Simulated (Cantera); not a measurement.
Charge: 1 mol SiHCl₃, a varied amount of C₂H₂, 7.1 mol H₂, at 2148 K and 0.0100 bar.

These are equilibrium values from Cantera (NASA tables, ideal gas, pure condensed phases), not measurements of a reactor. Candidate condensed phases: C, C₆H₆, C₇H₈, C₈H₁₈, Si, SiC; 109 gas species. The tables' values for SiCl, SiCl₃ are old estimates; treat these amounts as uncertain. Gases not in the tables: Si₂H₆ and higher silanes. Equilibrium is a limit: real reactors are often held back by kinetics, nucleation or transport.

x: gas mole fraction; n: condensed amount in mol.

```tsv
n(C₂H₂) (mol)	x H₂	x HCl	x SiCl₂	x H	x Si	x Cl	x SiCl	n SiC(s)	n C(graphite)
0.1	0.698	0.178	0.0620	0.0348	0.0148	0.00648	0.00482	0.192	0
0.12	0.697	0.182	0.0596	0.0348	0.0135	0.00666	0.00451	0.233	0
0.15	0.696	0.190	0.0558	0.0348	0.0117	0.00693	0.00406	0.293	0
0.19	0.693	0.200	0.0505	0.0347	0.00947	0.00732	0.00348	0.374	0
0.23	0.690	0.211	[?]	0.0346	[?]	0.00774	0.00293	[?]	0
0.28	0.686	0.225	0.0375	0.0345	0.00550	0.00828	0.00228	0.553	0
0.35	0.679	0.245	0.0268	0.0344	0.00328	0.00906	0.00149	0.687	0
0.43	0.674	0.259	0.0185	0.0342	0.00201	0.00963	0.000969	0.785	0.0457
0.53	0.676	0.257	0.0181	0.0343	0.00201	0.00953	0.000959	0.787	0.244
0.65	0.680	0.254	0.0176	0.0344	0.00201	0.00941	0.000946	0.789	0.481
0.8	0.684	0.251	0.0171	0.0345	0.00201	0.00926	0.000932	0.791	[?]
0.98	0.688	0.247	0.0165	0.0346	0.00201	0.00909	0.000914	0.794	1.13
1.2	0.693	0.243	0.0158	0.0347	0.00201	0.00889	0.000894	0.797	1.57
```

Problem. Fill in the missing entries.

Solution. 
- 0.23, x SiCl₂: 0.0449
- 0.23, x Si: 0.00754
- 0.23, n SiC(s): 0.454
- 0.8, n C(graphite): 0.778
